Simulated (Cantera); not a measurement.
Charge: 1 mol n-butane, 3.5 mol H2O, 1.8 mol O2, equilibrated at 10.0 mbar.

Equilibrium computed with Cantera from the NASA thermochemical tables; the gas is ideal and each condensed phase is pure. Candidate condensed phases: C, C6H6, C7H8, C8H18, H2O; 131 gas species. Ions and electrons are included (thermal ionisation). Rates play no part.

log p: log10 of the partial pressure in bar; nothing condenses.

```tsv
T (°C)	log p H	log p CO	log p O	log p H2	log p OH	log p H2O	log p C
2727	-2.27	-2.71	-3.06	-2.93	-3.51	-3.70	-11.30
3227	-2.16	-2.77	-2.90	-3.87	-4.37	-5.74	-8.79
3727	-2.15	-2.78	-2.89	…	…	…	…
4227	-2.15	-2.78	-2.89	…	…	…	…
4727	-2.16	-2.82	-2.86	-5.93	-6.36	-10.04	-3.94
```

Complete the blanks.


- 3727, log p H2: -4.71
- 3727, log p OH: -5.20
- 3727, log p H2O: -7.52
- 3727, log p C: -6.75
- 4227, log p H2: -5.38
- 4227, log p OH: -5.86
- 4227, log p H2O: -8.93
- 4227, log p C: -5.16
